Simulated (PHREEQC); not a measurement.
A solution holds 26 mmol/kgw NaH2PO4 and 0.3 mmol/kgw HF, at 25 °C. Closed to the air; pH follows from the charge balance.

Computed with PHREEQC (ion-association model, phreeqc.dat).

This is a speciation only: nothing precipitates in the calculation.

**Question.** What pH, ionic strength does the model give?

**Answer.** pH 4.15; ionic strength 0.0261 mol/kgw.

**Question.** In which forms is F present?

**Answer.** F- 91 %, HF 8.2 %, NaF 1.0 % of the F.
